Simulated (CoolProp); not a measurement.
Properties of dimethyl ether at several states (Tc = 127.2 °C, pc = 5.337 MPa, ω = 0.196).

Computed with CoolProp (reference Helmholtz-energy equation of state, Wu 2011).

```
T (°C)  p (MPa)  phase  density (kg/m³)  Joule-Thomson coefficient (K/MPa)  isothermal compressibility (1/MPa)  viscosity (µPa s)
------  -------  -----  ---------------  ---------------------------------  ----------------------------------  -----------------
129.15    0.126    gas            1.750                              8.753                               8.004               12.2
132.55   0.0103    gas           0.1408                              8.474                               97.15               12.3
195.45   0.0177    gas           0.2094                              5.643                               56.54               14.6
```

Viscosity comes from a separate model (Meng 2012).
